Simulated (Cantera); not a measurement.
What does this Cantera script print?

```python
import numpy as np
import cantera as ct

gas_names = [...]  # 116 gases of nasa_gas.yaml made of C, H, Mg, O
cond_names = """
    C(gr) C6H6(L) C7H8(L) C8H18(L),n-octa H2O(s) H2O(L) Mg(cr) Mg(L) MgCO3(s) MgO(s) MgO(L) MgO2H2(s)
""".split()


# ... load() reads the species with a 1 bar reference pressure and builds the phases ...
atoms = {
    'Mg(OH)2': {'Mg': 1, 'O': 2, 'H': 2},
    'C': {'C': 1},
    'H2': {'H': 2},
}
top_T = {'C(gr)': 4500}  # K; cautious upper limits of use, not melting points


# ... equilibrate(T, P, feed) seeds the gas with the atoms and calls Mixture.equilibrate('TP', solver="vcs", rtol=1e-11, max_steps=5000) ...
results = []
T = 873  # K
P = 10000  # Pa
for m in [0.026, 0.048, 0.088, 0.16, 0.3, 0.56, 1, 1.9]:
    feed = {'Mg(OH)2': 1, 'C': m, 'H2': 0.044}  # mol
    mix = equilibrate(T, P, feed)
    results.append((T, P, feed, dict(zip(mix.species_names, mix.species_moles))))

top = {s: max(r[3][s] / sum(r[3][g] for g in gas_names) for r in results) for s in gas_names}
cols = sorted((s for s in top if top[s] > 1e-05), key=lambda s: -top[s])[:7]
seen = [c for c in cond_names if any(r[3].get(c, 0) > 1e-12 for r in results)]
print("log10 of partial pressures in bar; condensed amounts in mol")
print(f"{'n(C)':>10s}" + "".join(f"{s[:9]:>10s}" for s in cols + seen))
for T, P, feed, n in results:
    ng = sum(n[g] for g in gas_names)
    print(f"{feed['C']:10.4g}" + "".join(f"{np.log10(max(n[s] / ng * P / 1e5, 1e-99)):10.3f}" for s in cols)
          + "".join(f"{n.get(c, 0):10.4g}" for c in seen))
```

Result:

```
log10 of partial pressures in bar; condensed amounts in mol
      n(C)       H2O        H2        CO       CO2       CH4     C(gr)    MgO(s)
     0.026    -1.052    -2.051    -4.056    -2.630    -8.877         0         1
     0.048    -1.081    -1.900    -3.627    -2.381    -7.965         0         1
     0.088    -1.134    -1.727    -3.168    -2.149    -6.934         0         1
      0.16    -1.233    -1.550    -2.692    -1.949    -5.828         0         1
       0.3    -1.438    -1.385    -2.178    -1.805    -4.614         0         1
      0.56    -1.867    -1.291    -1.691    -1.841    -3.415         0         1
         1    -2.178    -1.289    -1.518    -1.981    -2.926    0.2747         1
       1.9    -2.178    -1.289    -1.518    -1.981    -2.926     1.175         1
```

Method: chemical equilibrium by Gibbs-energy minimisation in Cantera with the NASA 1993 tables (ideal gas, pure condensed phases).
